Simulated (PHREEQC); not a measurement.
Consider water at 25 °C with 0.096 mol CuSO4, 0.031 mol H2SO4 and 0.012 mol H3BO3 per kg of water. Closed to the air; pH follows from the charge balance.

All values are PHREEQC results (ion-association model, phreeqc.dat), not measurements.

Question: The ionic strength comes out as 0.234 mol/kgw. What activity coefficients do SO4-2, Cu+2, H+, HSO4- get?

Answer: SO4-2 0.28, Cu+2 0.31, H+ 0.79, HSO4- 0.74.

Precipitation was switched off in this run. Complexes and solids missing from the database can't appear.
